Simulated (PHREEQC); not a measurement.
Consider water at 25 °C with 0.00092 mol H3AsO4, 0.0051 mol H3PO4 and 0.62 mol ZnSO4 per kg of water. Closed to the air; pH follows from the charge balance.

Model: ion-association model, wateq4f.dat, run in PHREEQC.

### Question
The ionic strength comes out as 1.10 mol/kgw. What activity coefficients do H+, Zn+2, H2AsO4-, H2PO4-, HPO4-2 get?

### Answer
H+ 0.74, Zn+2 0.20, H2AsO4- 0.81, H2PO4- 0.65, HPO4-2 0.16.

Precipitation was switched off in this run. The ionic strength is past about 0.7 mol/kgw, beyond the range of this activity model, so the values are rough. Complexes and solids missing from the database can't appear. H3PO4, which wateq4f.dat lacks, is added to it with the constant of phreeqc.dat. The database has no phosphate complexes of Zn. The database has no arsenate complexes of Zn.
